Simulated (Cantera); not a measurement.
A closed system holds: 1 mol Si₃N₄, 0.22 mol O₂, 11 mol H₂, equilibrated at 1.10 mbar.

Cantera equilibrium calculation (NASA polynomials, part measured and part estimated; ideal gas, pure solids and liquids). Candidate condensed phases: H₂O, Si, SiO₂, Si₂N₂O, Si₃N₄; 35 gas species. Mutual solubility and eutectic melting of coexisting phases are not modelled. Kinetics and transport are ignored. All values below are at 1227 °C.

Base state: H₂ 0.956, N₂ 0.0431, SiO 0.000787, H 0.000519 (mole fractions); condensed: Si(s) + Si₂N₂O(s) + Si₃N₄(s).

Problem. What changes in the equilibrium state with this change: pressure from 1.10 mbar to 0.530 bar?

Solution. 
```
species           before    after
--------------  --------  -------
H₂                 0.956    0.987
N₂                0.0431   0.0132
H               0.000519  2.40e-5
SiO             0.000787  3.09e-7
Si(s), mol         0.519        0
Si₂N₂O(s), mol     0.431    0.440
Si₃N₄(s), mol      0.537    0.707
```
